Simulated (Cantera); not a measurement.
A closed system holds: 1 mol AlN, 43 mol Cl2, 1.7 mol H2, 18 mol O2, held at 2.85 Torr.

Cantera equilibrium calculation (NASA polynomials, part measured and part estimated; ideal gas, pure solids and liquids). Candidate condensed phases: Al, AlCl3, AlN, Al2O3, H2O, NH4Cl; 45 gas species. Kinetics and transport are ignored.

Q: What share of the Al ends up in condensed phases as a function of T (°C), at 900, 950, 1000, 1050, 1100, 1150, 1200, 1250, 1300, 1350, 1400, 1450?

A: 
| T (°C) | Al condensed (%) | as |
|---|---|---|
| 900 | 99.9 | Al2O3(s) |
| 950 | 99.8 | Al2O3(s) |
| 1000 | 99.6 | Al2O3(s) |
| 1050 | 99.1 | Al2O3(s) |
| 1100 | 98.3 | Al2O3(s) |
| 1150 | 97.0 | Al2O3(s) |
| 1200 | 95.2 | Al2O3(s) |
| 1250 | 93.4 | Al2O3(s) |
| 1300 | 92.1 | Al2O3(s) |
| 1350 | 91.7 | Al2O3(s) |
| 1400 | 92.1 | Al2O3(s) |
| 1450 | 93.0 | Al2O3(s) |
